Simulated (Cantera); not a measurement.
## Premixed flame

A freely propagating, adiabatic, planar premixed flame of 4.03 % C3H8, 20.2 % O2, 75.8 % N2, unburnt at 425 K and 1.50 bar; mixture-averaged transport, grid criteria slope 0.08 and curve 0.16, no radiation.

Cantera simulation using GRI-Mech 3.0 (53 species, 325 reactions); the numbers are that mechanism's predictions, not measurements. GRI-Mech 3.0 was tuned for natural gas; its chemistry of propane as a main component is partial and can be far from experiment. Burning velocities carry a grid error of a few per cent, more on coarse grids.

| z (mm) | T (K) | u (m/s) | x C3H8 | x O2 | x NO2 | x C2H | x C2H2 | x CO |
|---|---|---|---|---|---|---|---|---|
| -0.647 | 425 | 0.791 | 0.0403 | 0.201 | <1e-8 | <1e-8 | <1e-8 | 1.90e-6 |
| -0.432 | 426 | 0.795 | 0.0402 | 0.201 | <1e-8 | <1e-8 | 2.42e-7 | 4.17e-5 |
| -0.324 | 431 | 0.805 | 0.0402 | 0.200 | <1e-8 | <1e-8 | 1.34e-6 | 0.000194 |
| -0.216 | 470 | 0.883 | 0.0398 | 0.196 | 6.39e-8 | <1e-8 | 1.53e-5 | 0.00159 |
| -0.108 | 825 | 1.59 | 0.0314 | 0.162 | 2.15e-7 | <1e-8 | 0.000249 | 0.0165 |
| -0.0539 | 1259 | 2.50 | 0.0128 | 0.118 | 7.43e-8 | 1.70e-8 | 0.000726 | 0.0390 |
| 0 | 1678 | 3.41 | 0.000484 | 0.0687 | 1.34e-8 | 1.46e-6 | 0.00122 | 0.0626 |
| 0.0539 | 1860 | 3.79 | 5.15e-7 | 0.0408 | <1e-8 | 1.32e-6 | 0.000257 | 0.0634 |
| 0.108 | 1919 | 3.89 | <1e-8 | 0.0299 | <1e-8 | 8.76e-8 | 1.08e-5 | 0.0535 |
| 0.216 | 1985 | 3.99 | <1e-8 | 0.0231 | <1e-8 | <1e-8 | 1.27e-8 | 0.0412 |
| 0.432 | 2065 | 4.13 | <1e-8 | 0.0192 | <1e-8 | <1e-8 | <1e-8 | 0.0339 |
| 0.863 | 2151 | 4.27 | <1e-8 | 0.0159 | <1e-8 | <1e-8 | <1e-8 | 0.0296 |
| 1.73 | 2229 | 4.41 | <1e-8 | 0.0127 | 1.42e-8 | <1e-8 | <1e-8 | 0.0251 |
x: mole fraction of selected species; z is measured from the peak of heat release.

```yaml
laminar_burning_velocity: 79.1 cm/s
thermal_thickness: 0.216 mm
peak x(C2H): 2.29e-6
peak x(C2H2): 0.00125
peak x(CO): 0.0659
grid_points: 148
```
